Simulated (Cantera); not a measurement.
# Transport properties of process gases

Gas mixture: H₂O = 0.84 (molar parts), at 13300 Pa, frozen composition.

Cantera's kinetic-theory transport with the Lennard-Jones parameters of GRI-Mech 3.0, ideal gas; thermal conductivity in the multicomponent form. Polar gases are described roughly by these parameters.

```tsv
T (K)	ρ (kg/m³)	cp (J/kg/K)	μ (µPa s)	λ (mW/m/K)	Pr	D (cm²/s) H	D (cm²/s) NO	D (cm²/s) O
400	0.0722	1902	14.0	36.8	0.722	17.3	2.97	4.92
600	0.0481	2016	21.5	60.6	0.715	37.0	6.31	10.3
800	0.0361	2150	29.0	87.3	0.713	62.2	10.6	17.0
1000	0.0289	2292	36.2	116	0.714	92.2	15.6	25.0
1200	0.0241	2436	43.3	147	0.715	127	21.4	34.2
1400	0.0206	2565	50.0	179	0.716	165	27.9	44.4
```
D: mixture-averaged diffusion coefficient of that species in the mixture.
